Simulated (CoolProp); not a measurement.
Vapour-liquid equilibrium of benzene (1) + n-dodecane (2) at 0.165 bar; x and y are mole fractions of (1).

Computed with CoolProp (multi-fluid Helmholtz-energy mixture model, Thol 2012 and Lemmon 2004; pair parameters Bell 2016).

```json
[
 {"x": "0.05", "bubble temperature, mixture model (K)": "(withheld)", "bubble temperature, Raoult's law (K)": "387.0", "y, mixture model": "0.713", "y, Raoult's law": "0.782"},
 {"x": "0.125", "bubble temperature, mixture model (K)": "362.8", "bubble temperature, Raoult's law (K)": "360.1", "y, mixture model": "0.935", "y, Raoult's law": "0.944"},
 {"x": "0.2", "bubble temperature, mixture model (K)": "(withheld)", "bubble temperature, Raoult's law (K)": "345.9", "y, mixture model": "0.977", "y, Raoult's law": "0.976"},
 {"x": "0.275", "bubble temperature, mixture model (K)": "334.9", "bubble temperature, Raoult's law (K)": "336.7", "y, mixture model": "0.989", "y, Raoult's law": "0.988"},
 {"x": "0.35", "bubble temperature, mixture model (K)": "327.5", "bubble temperature, Raoult's law (K)": "330.1", "y, mixture model": "0.994", "y, Raoult's law": "0.993"},
 {"x": "0.425", "bubble temperature, mixture model (K)": "322.2", "bubble temperature, Raoult's law (K)": "324.9", "y, mixture model": "(withheld)", "y, Raoult's law": "0.995"},
 {"x": "0.5", "bubble temperature, mixture model (K)": "318.3", "bubble temperature, Raoult's law (K)": "320.7", "y, mixture model": "0.997", "y, Raoult's law": "0.997"},
 {"x": "0.575", "bubble temperature, mixture model (K)": "315.2", "bubble temperature, Raoult's law (K)": "317.1", "y, mixture model": "0.998", "y, Raoult's law": "0.998"},
 {"x": "0.65", "bubble temperature, mixture model (K)": "(withheld)", "bubble temperature, Raoult's law (K)": "314.1", "y, mixture model": "0.999", "y, Raoult's law": "0.999"},
 {"x": "0.725", "bubble temperature, mixture model (K)": "(withheld)", "bubble temperature, Raoult's law (K)": "311.5", "y, mixture model": "0.999", "y, Raoult's law": "0.999"},
 {"x": "0.8", "bubble temperature, mixture model (K)": "(withheld)", "bubble temperature, Raoult's law (K)": "309.1", "y, mixture model": "0.999", "y, Raoult's law": "0.999"},
 {"x": "0.875", "bubble temperature, mixture model (K)": "306.9", "bubble temperature, Raoult's law (K)": "307.0", "y, mixture model": "1.000", "y, Raoult's law": "1.000"},
 {"x": "0.95", "bubble temperature, mixture model (K)": "305.1", "bubble temperature, Raoult's law (K)": "305.1", "y, mixture model": "1.000", "y, Raoult's law": "1.000"}
]
```

Question: What belongs in the gaps?

Answer: 
- 0.05, bubble temperature, mixture model (K): 393.3
- 0.2, bubble temperature, mixture model (K): 345.7
- 0.425, y, mixture model: 0.996
- 0.65, bubble temperature, mixture model (K): 312.7
- 0.725, bubble temperature, mixture model (K): 310.6
- 0.8, bubble temperature, mixture model (K): 308.7

The largest gap from Raoult's law is +6.3 K in bubble temperature, at x = 0.05. No azeotrope shows between x = 0.05 and 0.95.

Pair parameters are fitted to limited data, so mixtures are less certain than the pure fluids. The gap from Raoult's law changes sign with composition, which may be real or a fault of the pair parameters; it wasn't checked against measurements.
